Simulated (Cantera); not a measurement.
A Cantera script and its output.

```python
import numpy as np
import cantera as ct

gas = ct.Solution("gri30.yaml")
gas.TPX = 1925, 1333, {'CH4': 1, 'N2': 55}
reactor = ct.IdealGasConstPressureReactor(gas, energy="off", clone=False)
net = ct.ReactorNet([reactor])
net.rtol, net.atol = 1e-08, 1e-18
show = ['CH4', 'CH3', 'C2H', 'C2H2', 'C2H6', 'H2']
times = np.geomspace(7e-05, 200, 12)

steps = ct.SolutionArray(gas, extra=["t"])
rows = []
print(f"{'t/s':>10s}{'T/K':>9s}{'P/Pa':>11s}" + "".join(f"{s:>11s}" for s in show))
for t in times:
    while net.time < t:
        t_next = net.step()
        steps.append(gas.state, t=t_next)
    rows.append([np.interp(t, steps.t, y) for y in (steps.T, steps.P, *steps(*show).X.T)])
    print(f"{t:10.3e}{rows[-1][0]:9.1f}{rows[-1][1]:11.4g}" + "".join(f"{x:11.3e}" for x in rows[-1][2:]))
rate = np.gradient(steps.T, steps.t)
print("integrator steps:", len(steps.t))
if steps.T.max() > steps.T[0] + 200:
    print(f"time of steepest temperature rise: {steps.t[rate.argmax()]:.4e} s")
gas.TPX = 1925, 1333, {'CH4': 1, 'N2': 55}
gas.equilibrate("TP")
print(f"equilibrium (TP): T = {gas.T:.1f} K  " + "  ".join(f"{s} {gas[s].X[0]:.3e}" for s in show))
```

It prints:

```
       t/s      T/K       P/Pa        CH4        CH3        C2H       C2H2       C2H6         H2
 7.000e-05   1925.0       1333  1.785e-02  4.625e-06  3.391e-20  3.350e-14  1.061e-12  1.135e-06
 2.704e-04   1925.0       1333  1.783e-02  2.297e-05  1.178e-16  1.745e-11  8.117e-11  9.509e-06
 1.044e-03   1925.0       1333  1.776e-02  9.951e-05  2.136e-13  7.123e-09  3.256e-09  4.821e-05
 4.035e-03   1925.0       1333  1.743e-02  3.885e-04  2.290e-10  1.830e-06  6.411e-08  2.258e-04
 1.559e-02   1925.0       1333  1.500e-02  1.229e-03  6.734e-08  3.304e-04  6.969e-07  2.522e-03
 6.020e-02   1925.0       1333  4.586e-03  7.458e-04  8.200e-07  5.908e-03  2.881e-07  1.850e-02
 2.325e-01   1925.0       1333  5.146e-04  1.341e-04  1.618e-06  8.418e-03  9.155e-09  2.524e-02
 8.983e-01   1925.0       1333  2.987e-05  1.232e-05  2.583e-06  8.688e-03  7.117e-11  2.598e-02
 3.470e+00   1925.0       1333  2.530e-07  1.537e-07  3.797e-06  8.693e-03  1.146e-14  2.591e-02
 1.340e+01   1925.0       1333  2.407e-08  2.279e-08  5.924e-06  8.689e-03  1.770e-15  2.569e-02
 5.178e+01   1925.0       1333  1.500e-08  1.554e-08  6.484e-06  8.687e-03  1.678e-15  2.563e-02
 2.000e+02   1925.0       1333  1.521e-08  1.576e-08  6.483e-06  8.685e-03  1.681e-15  2.563e-02
integrator steps: 1510
equilibrium (TP): T = 1925.0 K  CH4 3.340e-08  CH3 3.461e-08  C2H 4.721e-07  C2H2 6.325e-04  C2H6 5.370e-16  H2 2.564e-02
```

Model: GRI-Mech 3.0 (53 species, 325 reactions), integrated in Cantera. GRI-Mech 3.0 stops at C3 and has no aromatics, soot or wall deposition, so with more carbon than oxygen in the feed, carbon stays in small species such as C2H2 where larger ones or solid carbon would form. Radical loss at walls, strong at low pressure, is not modelled.
